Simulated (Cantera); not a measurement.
Input: 1 mol Si, 7.6 mol F2, 0.51 mol H2, equilibrated at 327 °C and 2.30 mbar.

Equilibrium computed with Cantera from the NASA thermochemical tables; the gas is ideal and each condensed phase is pure. Candidate condensed phases: Si; 25 gas species. Kinetics and transport are ignored.

Base state: F2 0.714, HF 0.143, SiF4 0.140, F 0.00248 (mole fractions); condensed: gas only.

### Question
What changes in the equilibrium state with this change: temperature from 327 °C to 1377 °C?

### Answer
```json
[
 {"species": "F", "before": "0.00248", "after": "0.834"},
 {"species": "HF", "before": "0.143", "after": "0.0836"},
 {"species": "SiF4", "before": "0.140", "after": "0.0820"},
 {"species": "F2", "before": "0.714", "after": "6.36e-5"}
]
```

### Question
What changes in the equilibrium state with this change: pressure from 2.30 mbar to 0.133 bar?

### Answer
| species | before | after |
|---|---|---|
| F2 | 0.714 | 0.716 |
| HF | 0.143 | 0.143 |
| SiF4 | 0.140 | 0.141 |
| F | 0.00248 | 0.000326 |
